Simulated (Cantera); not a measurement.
Feed: 1 mol MgO, 2.8 mol HCl, held at 873.15 K and 46.5 Torr.

Cantera equilibrium calculation (NASA polynomials, part measured and part estimated; ideal gas, pure solids and liquids). Candidate condensed phases: H2O, Mg, MgCl2, MgO, Mg(OH)2; 22 gas species. Condensed phases not in the tables: MgOHCl. Equilibrium is a limit: real reactors are often held back by kinetics, nucleation or transport.

Base state: HCl 0.973, H2O 0.0265, MgCl2 5.23e-5 (mole fractions); condensed: MgCl2(s) + MgO(s).

### Question
What changes in the equilibrium state with this change: temperature from 873.15 K to 1100 K?

### Answer
| species | before | after |
|---|---|---|
| HCl | 0.973 | 0.981 |
| MgCl2 | 5.23e-5 | 0.00933 |
| H2O | 0.0265 | 0.00933 |
| Cl | 1.76e-7 | 2.00e-5 |
| H2 | 1.07e-6 | 2.08e-5 |
| Cl2 | 9.77e-7 | 1.08e-5 |
| MgCl2(s), mol | 0.0722 | 0 |
| MgO(s), mol | 0.928 | 0.974 |

### Question
What changes in the equilibrium state with this change: temperature from 873.15 K to 1750 K?

### Answer
| species | before | after |
|---|---|---|
| HCl | 0.973 | 0.742 |
| MgCl2 | 5.23e-5 | 0.122 |
| H2O | 0.0265 | 0.122 |
| OH | <1e-9 | 0.000103 |
| H | <1e-9 | 6.08e-5 |
| Cl | 1.76e-7 | 0.00822 |
| O2 | <1e-9 | 1.50e-5 |
| MgCl2(s), mol | 0.0722 | 0 |
| MgO(s), mol | 0.928 | 0.656 |

### Question
What changes in the equilibrium state with this change: MgO replaced by Fe2O3?

### Answer
| species | before | after |
|---|---|---|
| HCl | 0.973 | 0.959 |
| H2O | 0.0265 | 0.0244 |
| FeCl3 | 0 | 0.0145 |
| MgCl2 | 5.23e-5 | 0 |
| FeCl2 | 0 | 0.00121 |
| Fe2Cl6 | 0 | 0.000281 |
| Fe2Cl4 | 0 | 1.27e-5 |
| MgCl2(s), mol | 0.0722 | 0 |
| MgO(s), mol | 0.928 | 0 |
| Fe2O3(s), mol | 0 | 0.977 |
Condensed phases not in the tables: FeOCl. Further candidate phases: Fe, FeCl2, FeCl3, FeO, Fe(OH)2, Fe(OH)3, Fe2O3, Fe3O4.
